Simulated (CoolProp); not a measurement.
Properties of dodecamethylcyclohexasiloxane (D6) along the isotherm 620 K.

Values from CoolProp's reference Helmholtz-energy equation of state, Colonna 2008. It is a short technical equation, of lower accuracy than the large ones.

```tsv
p (MPa)	phase	Z	cv (kJ/(kg K))	speed of sound (m/s)
0.0601	gas	0.9695	1.939	104.9
0.12	gas	0.9384	1.940	101.6
0.18	gas	0.9064	1.941	98.09
0.24	gas	0.8733	1.942	94.46
0.3	gas	0.8390	1.944	90.62
0.361	gas	0.8025	1.946	86.48
0.421	gas	0.7647	1.948	82.08
0.481	gas	0.7243	1.951	77.23
```
